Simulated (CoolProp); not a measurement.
Carbon monoxide along the isobar 76.4 bar: fugacity coefficient from the reference equation and from simpler models built on Tc = 132.9 K, pc = 34.98 bar, ω = 0.050; each cubic takes its own stable root.

The numbers come from the reference Helmholtz-energy equation of state, Lemmon 2006 in CoolProp. It is a short technical equation, of lower accuracy than the large ones.

```
T (K)          phase  reference  van der Waals  Peng-Robinson
-----  -------------  ---------  -------------  -------------
74.1          liquid   0.007573        0.04353       0.007500
84.9          liquid    0.02622        0.08575        0.02542
95.6          liquid    0.06472         0.1431        0.06229
106.3         liquid     0.1279         0.2136         0.1229
117.1         liquid     0.2164         0.2943         0.2080
127.8         liquid     0.3230         0.3796         0.3105
138.6  supercritical     0.4395         0.4664         0.4216
149.3  supercritical     0.5495         0.5483         0.5251
160.1  supercritical     0.6402         0.6219         0.6114
170.8  supercritical     0.7084         0.6826         0.6788
181.6  supercritical     0.7622         0.7320         0.7332
```
